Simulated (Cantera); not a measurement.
**Premixed flame**

A freely propagating, adiabatic, planar premixed flame of CO : H2 : O2 : N2 : H2O = 1 : 0.038 : 0.371 : 1.39 : 0.057 (molar parts), equivalence ratio 1.4, unburnt at 348 K and 1.01 bar; multicomponent+Soret transport, grid criteria slope 0.08 and curve 0.16, no radiation.

Detailed kinetics in Cantera: GRI-Mech 3.0 (53 species, 325 reactions). Burning velocities carry a grid error of a few per cent, more on coarse grids.

```
z (mm)  T (K)  u (m/s)   x CO     x H2    x O2   x H2O     x CO2     x HO2
------  -----  -------  -----  -------  ------  ------  --------  --------
-1.85     348    0.686  0.350   0.0133   0.130  0.0200     <1e-8     <1e-8
-1.23     348    0.686  0.350   0.0132   0.130  0.0200     <1e-8     <1e-8
-0.926    348    0.686  0.350   0.0131   0.130  0.0200   7.20e-8   1.96e-8
-0.617    348    0.686  0.350   0.0127   0.130  0.0200   1.71e-6   3.12e-7
-0.309    368    0.723  0.350   0.0105   0.130  0.0202  0.000397   3.20e-5
-0.154    608     1.19  0.338  0.00882   0.122  0.0230    0.0134  0.000289
0        1086     2.08  0.294  0.00615  0.0955  0.0281    0.0629   6.45e-5
0.154    1422     2.65  0.235  0.00344  0.0598  0.0273     0.133   2.17e-5
0.309    1617     2.95  0.193  0.00333  0.0386  0.0226     0.184   1.05e-5
0.617    1803     3.23  0.167  0.00388  0.0266  0.0211     0.218   5.51e-6
1.23     1963     3.48  0.158  0.00381  0.0213  0.0249     0.231   3.31e-6
2.47     2103     3.70  0.148  0.00343  0.0159  0.0282     0.245   1.81e-6
4.94     2216     3.86  0.138  0.00304  0.0106  0.0305     0.258   9.45e-7
```
x: mole fraction of selected species; z is measured from the peak of heat release.

The laminar burning velocity is 68.6 cm/s and the thermal thickness comes out as 0.617 mm. The peak x(HO2) comes out as 0.000318. The grid points is 127.
